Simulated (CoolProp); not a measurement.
Vapour pressure (kPa) of CH2F2 (R32): the reference equation beside estimates from Tc = 351.3 K, pc = 5783 kPa, ω = 0.277. Clausius-Clapeyron is anchored at 265.1 K with a constant enthalpy of vaporisation of 17.03 kJ/mol.

The numbers come from the reference Helmholtz-energy equation of state, Tillner-Roth 1997 in CoolProp.

| T (K) | reference | Clausius-Clapeyron | van der Waals | Soave-Redlich-Kwong |
|---|---|---|---|---|
| 241.1 | 251.1 | 288.7 | 1048 | 250.0 |
| 253.1 | 405.0 | 431.9 | 1341 | 406.9 |
| 265.1 | 623.1 | 623.1 | 1684 | 630.4 |
| 277.1 | 921.0 | 870.7 | 2077 | 936.7 |
| 289.1 | 1316 | 1184 | 2525 | 1343 |
| 301.1 | 1827 | 1570 | 3028 | 1868 |
| 313.1 | 2475 | 2037 | 3590 | 2530 |
| 325.1 | 3285 | 2594 | 4212 | 3349 |
| 337.1 | 4286 | 3247 | 4895 | 4347 |

Absolute difference from the reference over all 9 rows, mean and median: Clausius-Clapeyron 12.7 and 14.1 %, van der Waals 121.0 and 91.9 %, Soave-Redlich-Kwong 1.5 and 1.7 %.
